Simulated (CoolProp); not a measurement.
The numbers come from the reference Helmholtz-energy equation of state, Setzmann 1991 in CoolProp.

For methane, give the phase and the Z, cp (kJ/(kg K)), cv (kJ/(kg K)), speed of sound (m/s) at 144.1 K and 65.4 bar; 154.7 K and 65.4 bar; 240.2 K and 65.4 bar.


- 144.1 K and 65.4 bar: liquid; Z 0.231, cp 3.67, cv 1.95, speed of sound 1090
- 154.7 K and 65.4 bar: liquid; Z 0.226, cp 3.84, cv 1.92, speed of sound 975
- 240.2 K and 65.4 bar: supercritical; Z 0.746, cp 3.48, cv 1.77, speed of sound 368
